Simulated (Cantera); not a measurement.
Charge: 1 mol Al(CH3)3, 14 mol O2, 560 mol H2, at 2.10 mbar.

Equilibrium computed with Cantera from the NASA thermochemical tables; the gas is ideal and each condensed phase is pure. Candidate condensed phases: Al, Al2O3, C, C6H6, C7H8, C8H18, H2O; 121 gas species. The feed counts by its element totals alone. Rates play no part.

log p: log10 of the partial pressure in bar; n: condensed amount in mol.

```
T (K)  log p H2  log p H2O  log p H  log p CO  log p CH4  log p CO2  n Al2O3(s)
-----  --------  ---------  -------  --------  ---------  ---------  ----------
650       -2.70      -4.02     <-14     -5.81        [?]      -5.94       0.500
800       -2.70      -4.07   -12.89     -5.03        [?]      -5.77       0.500
950       -2.70      -4.06   -10.60     -4.99        [?]      -6.10       0.500
1100      -2.70      -4.06    -8.94     -4.97        [?]      -6.34       0.500
1250      -2.70      -4.06    -7.66     -4.97        [?]      -6.52       0.500
1400      -2.70      -4.06    -6.66     -4.96        [?]      -6.66       0.500
1550      -2.70      -4.06    -5.85     -4.96        [?]      -6.77       0.500
1700      -2.70      -4.06    -5.18     -4.96       <-14      -6.86       0.500
1850      -2.70      -4.06    -4.62     -4.96       <-14      -6.93       0.500
2000      -2.71      -4.07    -4.15     -4.97       <-14      -6.98       0.497
```

Some entries are withheld; supply them.


- 650, log p CH4: -5.07
- 800, log p CH4: -7.56
- 950, log p CH4: -9.82
- 1100, log p CH4: -11.50
- 1250, log p CH4: -12.78
- 1400, log p CH4: -13.79
- 1550, log p CH4: -14.60
